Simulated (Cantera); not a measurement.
A closed system holds: 1 mol n-butane, 0.48 mol H2O, 0.46 mol H2, equilibrated at 1998 K and 0.133 bar.

Equilibrium computed with Cantera from the NASA thermochemical tables; the gas is ideal and each condensed phase is pure. Candidate condensed phases: C, C6H6, C7H8, C8H18, H2O; 110 gas species. The numbers say what is thermodynamically allowed, not how fast it happens.

Base state: H2 0.920, CO 0.0746, H 0.00421, C2H2 (acetylene) 0.000698, CH4 4.82e-5 (mole fractions); condensed: C(graphite).

Task: What changes in the equilibrium state with this change: pressure from 0.133 bar to 0.0133 bar?

Result: 
| species | before | after |
|---|---|---|
| H2 | 0.920 | 0.912 |
| CO | 0.0746 | 0.0743 |
| H | 0.00421 | 0.0133 |
| CH4 | 4.82e-5 | 4.73e-6 |
| C2H2 (acetylene) | 0.000698 | 0.000691 |
| C(graphite), mol | 3.51 | 3.51 |
